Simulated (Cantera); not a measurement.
What does this Cantera script print?

```python
import numpy as np
import cantera as ct

gas_names = """
    CL CL2 H HCL H2 Si SiCL SiCL2 SiCL3 SiCL4 SiH SiHCL3 SiH2 SiH2CL2 SiH3 SiH3CL SiH4 Si2 Si3
""".split()
cond_names = """
    Si(cr) Si(L)
""".split()


# ... load() reads the species with a 1 bar reference pressure and builds the phases ...
atoms = {
    'SiCl4': {'Si': 1, 'CL': 4},
    'Cl2': {'CL': 2},
    'H2': {'H': 2},
}
top_T = {}  # K; cautious upper limits of use, not melting points


# ... equilibrate(T, P, feed) seeds the gas with the atoms and calls Mixture.equilibrate('TP', solver="vcs", rtol=1e-11, max_steps=5000) ...
results = []
feed = {'SiCl4': 1, 'Cl2': 0.53, 'H2': 7.6}  # mol
P = 390000  # Pa
for T in [575, 675, 775, 875, 975, 1075, 1175, 1275, 1375]:
    mix = equilibrate(T, P, feed)
    results.append((T, P, feed, dict(zip(mix.species_names, mix.species_moles))))

top = {s: max(r[3][s] / sum(r[3][g] for g in gas_names) for r in results) for s in gas_names}
cols = sorted((s for s in top if top[s] > 1e-06), key=lambda s: -top[s])[:5]
seen = [c for c in cond_names if any(r[3].get(c, 0) > 1e-12 for r in results)]
print("log10 of partial pressures in bar; condensed amounts in mol")
print(f"{'T/K':>10s}" + "".join(f"{s[:9]:>10s}" for s in cols + seen))
for T, P, feed, n in results:
    ng = sum(n[g] for g in gas_names)
    print(f"{T:10.4g}" + "".join(f"{np.log10(max(n[s] / ng * P / 1e5, 1e-99)):10.3f}" for s in cols)
          + "".join(f"{n.get(c, 0):10.4g}" for c in seen))
```

It prints:

```
log10 of partial pressures in bar; condensed amounts in mol
       T/K        H2       HCL     SiCL4    SiHCL3     SiCL3
       575     0.480    -0.344    -0.369    -4.373   -10.518
       675     0.480    -0.344    -0.370    -3.428    -8.127
       775     0.480    -0.342    -0.371    -2.738    -6.364
       875     0.479    -0.338    -0.376    -2.218    -5.016
       975     0.478    -0.330    -0.385    -1.821    -3.962
      1075     0.475    -0.315    -0.403    -1.518    -3.126
      1175     0.472    -0.293    -0.430    -1.293    -2.459
      1275     0.467    -0.263    -0.473    -1.137    -1.931
      1375     0.458    -0.220    -0.539    -1.056    -1.531
```

Cantera equilibrium calculation (NASA polynomials, part measured and part estimated; ideal gas, pure solids and liquids). The tables' values for SiCl3 are old estimates; treat these amounts as uncertain.
